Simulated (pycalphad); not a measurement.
Phase fractions of Hf-0.8C (at.%)

All values are pycalphad results on the COST 507 light-alloy database (1999) (1 atm), not direct measurements. The database dates from 1999; later assessments differ in places, in temperatures and in the compounds included. Phase fractions are per mole of atoms.

```tsv
T (K)	LIQUID	BCC_A2	HCP_A3
2500	1.000	-	-
2400	-	0.803	0.197
2300	-	0.701	0.299
2200	-	0.555	0.445
2100	-	0.184	0.816
2000	-	-	1.000
```

BCC_A2 is bcc; HCP_A3 is hcp.
